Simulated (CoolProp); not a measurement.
Saturation properties of toluene.

Model: reference Helmholtz-energy equation of state, Lemmon 2006, in CoolProp. It is a short technical equation, of lower accuracy than the large ones.

```csv
T (°C),p (MPa),liquid cp (kJ/(kg K)),vapour viscosity (µPa s)
19.35,0.002818,1.683,6.85
47.85,0.01120,1.777,7.46
76.35,0.03421,1.876,8.07
104.85,0.08582,1.981,8.68
133.35,0.1855,2.091,9.28
161.85,0.3573,2.207,9.90
190.35,0.6296,2.334,10.6
218.85,1.034,2.481,11.3
247.35,1.608,2.675,12.2
```

It boils at 110.6 °C under 1 atm.

Viscosity comes from a separate model (Avgeri 2015).
